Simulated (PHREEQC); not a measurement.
Dissolve 0.033 mol HF, 4.1e-06 mol NaF and 0.0016 mol H2SO4 per kg of water at 25 °C. Closed to the air; pH follows from the charge balance.

Model: ion-association model, wateq4f.dat, run in PHREEQC.

Question: The ionic strength comes out as 0.00740 mol/kgw. What activity coefficients do F-, Na+, SO4-2, HSO4-, HF2- get?

Answer: F- 0.91, Na+ 0.91, SO4-2 0.70, HSO4- 0.91, HF2- 0.91.

Precipitation was switched off in this run. Species that the database lacks are ignored. wateq4f.dat counts part of the HF as a dimer, H2F2, which phreeqc.dat doesn't know; its constant is uncertain.
